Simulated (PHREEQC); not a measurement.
1 kg of water holding 0.0038 mol NaCl, 0.33 mol Na2SO4 and 0.35 mol NaHCO3 is evaporated at 25 °C; the solids stay in contact with the brine. CO2 is held at log p = -3.4 (atm). Solids allowed: Burkeite, Halite, Mirabilite, Nahcolite, Natron, Thenardite, Trona. Others were left out.

All values are PHREEQC results (Pitzer model, pitzer.dat), not measurements.

```tsv
water left (kg)	ionic strength	water activity	Mirabilite (mol)	Trona (mol)
1.002	1.47	0.980	0	0
0.8243	1.80	0.977	0	0
0.6779	2.19	0.972	0	0
0.5577	2.67	0.967	0	0
0.4588	3.25	0.961	0	0
0.3776	3.95	0.953	0	0
0.3108	4.80	0.944	0	0
0.256	5.84	0.932	0	0
0.2109	7.09	0.917	0	0
0.1695	8.40	0.900	0.0241	0
0.1237	9.47	0.884	0.109	0
0.08739	11.3	0.856	0.172	0
0.05459	11.7	0.848	0.230	0.0394
0.02681	11.6	0.846	0.281	0.0794
0.004012	11.2	0.825	0.323	0.112
```

Mirabilite from water left = 0.1695 kg (pH 9.92); Trona from water left = 0.05459 kg (pH 9.99).

Complexes and solids missing from the database can't appear.
